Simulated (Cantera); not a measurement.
Input: 1 mol SiH4, 18 mol H2, 0.067 mol HCl, at 13.3 mbar.

Method: chemical equilibrium by Gibbs-energy minimisation in Cantera with the NASA 1993 tables (ideal gas, pure condensed phases). Candidate condensed phases: Si; 19 gas species. Gases not in the tables: Si2H6 and higher silanes. Rates play no part.

### Question
Which condensed phases are stable at each of these points (T (K)): 1000, 1100, 1200, 1300, 1400, 1500, 1600, 1700, 1800, 1900, 2000, 2100, 2200?

### Answer
```
T (K)  condensed phases  Si condensed (%)
-----  ----------------  ----------------
1000              Si(s)              99.9
1100              Si(s)              99.9
1200              Si(s)              99.9
1300              Si(s)              99.9
1400              Si(s)              99.9
1500              Si(s)              99.9
1600              Si(s)              99.9
1700              Si(l)              99.8
1800              Si(l)              99.3
1900              Si(l)              97.7
2000              Si(l)              92.3
2100              Si(l)              76.9
2200              Si(l)              35.3
```

From 1000 K to 1600 K the condensed part is Si(s). From 1700 K to 2200 K the condensed part is Si(l).
